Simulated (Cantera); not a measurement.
An adiabatic, constant-volume homogeneous reactor starts with CH4 : C2H6 : C3H8 : O2 : N2 = 1 : 0.12 : 1.4 : 6.73 : 25.3 (molar parts), at 1275 K and 170000 Pa. Integrator tolerance rtol = 1e-08.

Detailed kinetics in Cantera: GRI-Mech 3.0 (53 species, 325 reactions). GRI-Mech 3.0 was tuned for natural gas; its chemistry of propane as a main component is partial and can be far from experiment.

**Question.** What does this change do: constant pressure in place of constant volume?

**Answer.** 
```json
[
 {"quantity": "time of steepest temperature rise", "before": "1.10 ms", "after": "1.20 ms"},
 {"quantity": "temperature at 3.00 s", "before": "2944 K", "after": "2690 K"},
 {"quantity": "equilibrium temperature", "before": "2944 K", "after": "2690 K"},
 {"quantity": "x(CH4) at 3.00 s", "before": "1.08e-12 (gas-phase equilibrium 1.29e-12)", "after": "<1e-12 (gas-phase equilibrium <1e-12)"},
 {"quantity": "x(C2H6) at 3.00 s", "before": "<1e-12 (gas-phase equilibrium <1e-12)", "after": "<1e-12 (gas-phase equilibrium <1e-12)"},
 {"quantity": "x(C3H8) at 3.00 s", "before": "<1e-12 (gas-phase equilibrium <1e-12)", "after": "<1e-12 (gas-phase equilibrium <1e-12)"},
 {"quantity": "x(HO2) at 3.00 s", "before": "2.40e-6 (gas-phase equilibrium 2.40e-6)", "after": "6.33e-7 (gas-phase equilibrium 6.33e-7)"},
 {"quantity": "x(H2O) at 3.00 s", "before": "0.140 (gas-phase equilibrium 0.140)", "after": "0.148 (gas-phase equilibrium 0.148)"},
 {"quantity": "x(CO2) at 3.00 s", "before": "0.0390 (gas-phase equilibrium 0.0390)", "after": "0.0443 (gas-phase equilibrium 0.0443)"}
]
```

**Question.** What does this change do: O2 6.73 to 5.1 parts?

**Answer.** 
```json
[
 {"quantity": "time of steepest temperature rise", "before": "1.10 ms", "after": "1.35 ms"},
 {"quantity": "temperature at 3.00 s", "before": "2944 K", "after": "2620 K"},
 {"quantity": "equilibrium temperature", "before": "2944 K", "after": "2620 K"},
 {"quantity": "x(CH4) at 3.00 s", "before": "1.08e-12 (gas-phase equilibrium 1.29e-12)", "after": "3.99e-11 (gas-phase equilibrium 4.46e-11)"},
 {"quantity": "x(C2H6) at 3.00 s", "before": "<1e-12 (gas-phase equilibrium <1e-12)", "after": "<1e-12 (gas-phase equilibrium <1e-12)"},
 {"quantity": "x(C3H8) at 3.00 s", "before": "<1e-12 (gas-phase equilibrium <1e-12)", "after": "<1e-12 (gas-phase equilibrium <1e-12)"},
 {"quantity": "x(HO2) at 3.00 s", "before": "2.40e-6 (gas-phase equilibrium 2.40e-6)", "after": "3.40e-8 (gas-phase equilibrium 3.40e-8)"},
 {"quantity": "x(H2O) at 3.00 s", "before": "0.140 (gas-phase equilibrium 0.140)", "after": "0.102 (gas-phase equilibrium 0.102)"},
 {"quantity": "x(CO2) at 3.00 s", "before": "0.0390 (gas-phase equilibrium 0.0390)", "after": "0.0190 (gas-phase equilibrium 0.0190)"}
]
```
